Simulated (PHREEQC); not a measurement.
0.32 g of hydrous ferric oxide (600 m²/g; 0.2 weak and 0.005 strong sites per Fe, Dzombak-Morel constants, diffuse double layer) in 1 kg of water with 0.05 mol/kgw of an inert sodium salt, at 25 °C; the pH is set by adding NaOH or the inert anion's acid. Oxygen is held at 0.21 atm. The system is closed to CO2. No solid was allowed to form.

The numbers come from PHREEQC with the ion-association model, wateq4f.dat.

```tsv
pH	surface charge σ (C/m²)	surface potential ψ (mV)
4	0.294	160
4.67	…	145
6	0.089	…
6.67	0.049	…
7.33	…	…
8.67	-0.015	…
9.33	-0.039	-61
10	…	-90
11.33	-0.196	-138
12	-0.281	-152
```

### Question
Some entries are withheld; supply them.

### Answer

- 4.67, surface charge σ (C/m²): 0.219
- 6, surface potential ψ (mV): 99
- 6.67, surface potential ψ (mV): 71
- 7.33, surface charge σ (C/m²): 0.022
- 7.33, surface potential ψ (mV): 40
- 8.67, surface potential ψ (mV): -29
- 10, surface charge σ (C/m²): -0.074
